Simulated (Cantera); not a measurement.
Feed: 1 mol SiH2Cl2, 0.16 mol C2H4, 370 mol H2, 0.033 mol C3H8, at 0.480 bar.

Method: chemical equilibrium by Gibbs-energy minimisation in Cantera with the NASA 1993 tables (ideal gas, pure condensed phases). Candidate condensed phases: C, C6H6, C7H8, C8H18, Si, SiC; 109 gas species. Mutual solubility and eutectic melting of coexisting phases are not modelled. The numbers say what is thermodynamically allowed, not how fast it happens. All values below are at 1623 K.

Base state: H2 0.995, HCl 0.00518, H 9.95e-5, SiCl2 9.42e-5 (mole fractions); condensed: Si(s) + SiC(s).

**Question.** What changes in the equilibrium state with this change: SiH2Cl2 replaced by SiCl4?

**Answer.** 
```csv
species,before,after
H2,0.995,0.990
HCl,0.00518,0.0100
SiCl2,9.42e-5,0.000354
H,9.95e-5,9.92e-5
"Si(s), mol",0.545,0.446
"SiC(s), mol",0.416,0.416
```
